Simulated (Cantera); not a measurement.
An isothermal, constant-pressure homogeneous reactor starts with 61.1 % CH₄, 33.6 % CO₂, 5.26 % H₂, at 1750 K and 13300 Pa.

Detailed kinetics in Cantera: GRI-Mech 3.0 (53 species, 325 reactions). GRI-Mech 3.0 stops at C3 and has no aromatics, soot or wall deposition, so with more carbon than oxygen in the feed, carbon stays in small species such as C2H2 where larger ones or solid carbon would form.

x: mole fraction; the columns are a selection and need not sum to one.

| t (s) | x CH₄ | x CO₂ | x H₂ | x HO₂ | x H | x CH₂CO | x HCO |
|---|---|---|---|---|---|---|---|
| 0.000300 | 0.607 | 0.336 | 0.0543 | <1e-12 | 1.33e-5 | 2.87e-10 | 7.36e-9 |
| 0.000590 | 0.600 | 0.335 | 0.0587 | <1e-12 | 2.55e-5 | … | 5.57e-8 |
| 0.00116 | 0.574 | 0.330 | 0.0773 | <1e-12 | 5.09e-5 | … | 2.04e-7 |
| 0.00228 | 0.501 | 0.315 | 0.135 | <1e-12 | 9.55e-5 | … | 2.95e-7 |
| 0.00448 | 0.389 | 0.283 | 0.230 | <1e-12 | 0.000145 | … | 2.17e-7 |
| 0.00881 | 0.277 | 0.241 | 0.322 | <1e-12 | 0.000193 | … | 1.39e-7 |
| 0.0173 | 0.177 | 0.187 | 0.384 | <1e-12 | 0.000241 | … | 8.33e-8 |
| 0.0341 | 0.0979 | 0.119 | 0.409 | <1e-12 | 0.000291 | … | 4.55e-8 |
| 0.0669 | 0.0464 | 0.0530 | 0.409 | <1e-12 | 0.000352 | 8.25e-5 | 2.58e-8 |
| 0.132 | 0.0237 | 0.0241 | 0.423 | <1e-12 | 0.000418 | 8.09e-5 | 1.91e-8 |
| 0.259 | 0.0173 | 0.0186 | 0.453 | <1e-12 | 0.000447 | … | 1.66e-8 |
| 0.509 | 0.0141 | 0.0140 | 0.488 | <1e-12 | 0.000459 | … | 1.51e-8 |
| 1.00 | 0.0107 | 0.00897 | 0.523 | <1e-12 | 0.000470 | … | 1.45e-8 |

Problem. Fill in the missing entries.

Solution. 
- 0.000590, x CH₂CO: 4.05e-9
- 0.00116, x CH₂CO: 5.90e-8
- 0.00228, x CH₂CO: 7.90e-7
- 0.00448, x CH₂CO: 5.72e-6
- 0.00881, x CH₂CO: 1.71e-5
- 0.0173, x CH₂CO: 3.39e-5
- 0.0341, x CH₂CO: 5.82e-5
- 0.259, x CH₂CO: 5.79e-5
- 0.509, x CH₂CO: 3.46e-5
- 1.00, x CH₂CO: 1.72e-5
